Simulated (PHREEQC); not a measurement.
Solution A (15 mmol/kgw CuSO4, 0.49 mmol/kgw CaCl2, 0.078 mmol/kgw HCl and 0.21 mmol/kgw Na2SO4) is mixed with solution B (0.022 mol NaHCO3, 3.9e-05 mol NaF and 0.0062 mol KCl per kg of water) at 25 °C; shares are by mass of water, 1 kg in all. Oxygen alone is held at its pressure in air (log pO2 = -0.68). The system is closed to CO2. The run lets Calcite, Gypsum, Fluorite, Portlandite, Cu(OH)2, Malachite, Brochantite, Antlerite, Atacamite, Halite, Mirabilite, Chalcanthite, Nahcolite, Natron, CuF2:2H2O precipitate or redissolve, and no other solid.

Model: ion-association model, wateq4f.dat, run in PHREEQC.

**Question.** Predict pH, C in solution (mol/kgw), S in solution (mol/kgw) at share of solution B = 0.15, 0.6, 0.65, 0.85, 1.

**Answer.** 
```tsv
share of solution B	pH	C in solution (mol/kgw)	S in solution (mol/kgw)
0.15	4.49	0.00330	0.0121
0.6	5.51	0.0103	0.00608
0.65	5.97	0.0117	0.00532
0.85	6.90	0.0176	0.00228
1	8.16	0.0220	0
```

Species that the database lacks are ignored. The database's constant for dissolved Cu(OH)2 is higher than later reviews accept.
